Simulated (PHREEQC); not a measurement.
# Reverse-osmosis permeate: speciation

Synthetic water in mg/L, 25 °C, pH 6.56, pe 11:

```
constituent                 mg/L
-----------------------  -------
Na                          1.66
K                            2.3
Ca                          1.28
Mg                          2.53
Cl                           6.6
S(6) as SO4                 4.35
Alkalinity as HCO3           7.5
N(5) as NO3              0.00681
Pb                        0.0112
Si as SiO2                  0.32
O(0) (dissolved oxygen)   0.0181
```

Valence states are taken as typed.

Model: ion-association model, phreeqc.dat, run in PHREEQC.

Each row changes one thing in this solution. Precipitation was switched off in this run.

```
case                                               CO2 (mol/kgw)  MgSO4 (mol/kgw)  CaSO4 (mol/kgw)  MgHCO3+ (mol/kgw)  CaHCO3+ (mol/kgw)  Pb+2 (mol/kgw)  SI of Quartz (SiO2)  SI of Cerussite (PbCO3)
-------------------------------------------------  -------------  ---------------  ---------------  -----------------  -----------------  --------------  -------------------  -----------------------
as made                                                  7.41e-5          8.60e-7          2.00e-7            1.33e-7            4.46e-8         3.61e-8                -1.29                    -2.05
pH from 6.56 to 7.56 at the same alkalinity              7.34e-6          8.59e-7          2.00e-7            1.32e-7            4.42e-8         1.10e-8                -1.30                    -1.57
temperature from 25 to 55 °C at the same typed pH        6.34e-5          1.67e-6          2.38e-7            1.62e-7            5.72e-8         3.28e-8                -1.70                    -2.25
S(6) from 4.35 to 8.7 mg/L                               7.39e-5          1.68e-6          3.93e-7            1.31e-7            4.40e-8         3.57e-8                -1.29                    -2.06
Pb from 0.0112 to 0.0056 mg/L                            7.41e-5          8.60e-7          2.00e-7            1.33e-7            4.46e-8         1.81e-8                -1.29                    -2.35
```

Complexes and solids missing from the database can't appear. Constants without temperature data keep their 25 °C values here.
